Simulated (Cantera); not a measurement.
Charge: 1 mol Si3H8, 0.17 mol Cl2, 5.8 mol N2, at 1425 °C and 0.100 bar.

Equilibrium computed with Cantera from the NASA thermochemical tables; the gas is ideal and each condensed phase is pure. Candidate condensed phases: NH4Cl, Si, Si3N4; 28 gas species. The feed counts by its element totals alone. The tables' values for SiCl3 are old estimates; treat these amounts as uncertain. Equilibrium is a limit: real reactors are often held back by kinetics, nucleation or transport.

Base state: H2 0.481, N2 0.477, HCl 0.0401, SiCl2 0.00120, H 0.000317, Cl 2.06e-5, SiCl3 1.79e-5 (mole fractions); condensed: Si3N4(s).

Task: What changes in the equilibrium state with this change: Cl2 from 0.17 to 0.0037 mol?

Result: 
```csv
species,before,after
H2,0.481,0.512
N2,0.477,0.487
HCl,0.0401,0.000946
SiCl2,0.00120,6.19e-7
SiCl3,1.79e-5,<1e-9
Cl,2.06e-5,4.70e-7
"Si3N4(s), mol",0.997,1.000
```

Task: What changes in the equilibrium state with this change: pressure from 0.100 bar to 12.0 mbar?

Result: 
| species | before | after |
|---|---|---|
| H2 | 0.481 | 0.482 |
| N2 | 0.477 | 0.478 |
| HCl | 0.0401 | 0.0350 |
| SiCl2 | 0.00120 | 0.00373 |
| Si | 6.55e-7 | 2.24e-5 |
| SiCl | 1.97e-6 | 2.03e-5 |
| H | 0.000317 | 0.000917 |
| Cl | 2.06e-5 | 5.17e-5 |
| SiCl3 | 1.79e-5 | 1.67e-5 |
| Si3N4(s), mol | 0.997 | 0.990 |
The tables' values for SiCl, SiCl3 are old estimates; treat these amounts as uncertain.
